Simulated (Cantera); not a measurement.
Charge: 1 mol SiH2Cl2, 32 mol N2, at 0.130 bar.

Method: chemical equilibrium by Gibbs-energy minimisation in Cantera with the NASA 1993 tables (ideal gas, pure condensed phases). Candidate condensed phases: NH4Cl, Si, Si3N4; 28 gas species. N2 is the only nitrogen source here; it is nearly inert below about 1500 K, so the nitride shown seldom forms there in practice. Equilibrium is a limit: real reactors are often held back by kinetics, nucleation or transport.

**Question.** What share of the Si ends up in condensed phases as a function of T (K), at 1300, 1325, 1350, 1375, 1400, 1425, 1450, 1475, 1500, 1525, 1550, 1575, 1600?

**Answer.** 
```
T (K)  Si condensed (%)        as
-----  ----------------  --------
1300               86.0  Si3N4(s)
1325               85.8  Si3N4(s)
1350               85.5  Si3N4(s)
1375               85.0  Si3N4(s)
1400               84.3  Si3N4(s)
1425               83.3  Si3N4(s)
1450               82.0  Si3N4(s)
1475               80.3  Si3N4(s)
1500               78.3  Si3N4(s)
1525               75.9  Si3N4(s)
1550               73.2  Si3N4(s)
1575               70.2  Si3N4(s)
1600               67.0  Si3N4(s)
```
